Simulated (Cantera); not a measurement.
A closed system holds: 1 mol CaO, 12 mol HBr, a varied amount of H₂, at 1052 °C and 10.0 mbar.

Method: chemical equilibrium by Gibbs-energy minimisation in Cantera with the NASA 1993 tables (ideal gas, pure condensed phases). Candidate condensed phases: Br₂, Ca, CaBr₂, CaO, Ca(OH)₂, H₂O; 19 gas species. Kinetics and transport are ignored.

x: gas mole fraction; n: condensed amount in mol.

| n(H₂) (mol) | x HBr | x H₂ | x H₂O | x CaBr₂ | x Br | x Br₂ | x H | n CaBr₂(l) |
|---|---|---|---|---|---|---|---|---|
| 1 | 0.765 | 0.0821 | 0.0774 | 0.0663 | ? | 7.86e-5 | 4.69e-6 | 0.144 |
| 2.1 | 0.704 | 0.152 | 0.0710 | 0.0663 | ? | 3.59e-5 | 6.38e-6 | 0.0667 |
| 3.1 | 0.656 | 0.207 | 0.0661 | 0.0661 | ? | 2.29e-5 | 7.45e-6 | 0 |
| 4.2 | 0.612 | 0.261 | 0.0616 | 0.0616 | ? | 1.58e-5 | 8.35e-6 | 0 |
| 5.2 | 0.577 | 0.304 | 0.0580 | 0.0580 | ? | 1.21e-5 | 9.01e-6 | 0 |
| 6.3 | 0.542 | 0.345 | 0.0546 | 0.0546 | ? | 9.41e-6 | 9.61e-6 | 0 |
| 7.3 | 0.514 | 0.379 | 0.0517 | 0.0517 | ? | 7.71e-6 | 1.01e-5 | 0 |
| 8.3 | 0.489 | 0.410 | 0.0492 | 0.0492 | ? | 6.45e-6 | 1.05e-5 | 0 |
| 9.4 | 0.464 | 0.440 | 0.0467 | 0.0467 | ? | 5.41e-6 | 1.08e-5 | 0 |

Task: What belongs in the gaps?

Result: 
- 1, x Br: 0.00927
- 2.1, x Br: 0.00627
- 3.1, x Br: 0.00500
- 4.2, x Br: 0.00416
- 5.2, x Br: 0.00364
- 6.3, x Br: 0.00321
- 7.3, x Br: 0.00290
- 8.3, x Br: 0.00266
- 9.4, x Br: 0.00243
